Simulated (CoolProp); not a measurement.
Vapour-liquid equilibrium of n-hexane (1) + toluene (2) at 0.77 MPa; x and y are mole fractions of (1).

Model: multi-fluid Helmholtz-energy mixture model, Thol 2019 and Lemmon 2006; pair parameters Bell 2016, in CoolProp.

Task: Give the bubble temperature and the first vapour's composition at x = 0.2, 0.5, 0.95. Is there an azeotrope?

Result: x = 0.2: 457.6 K, y = 0.373; x = 0.5: 441.5 K, y = 0.680; x = 0.95: 425.7 K, y = 0.971. No azeotrope shows between x = 0.05 and 0.95.

Pair parameters are fitted to limited data, so mixtures are less certain than the pure fluids.
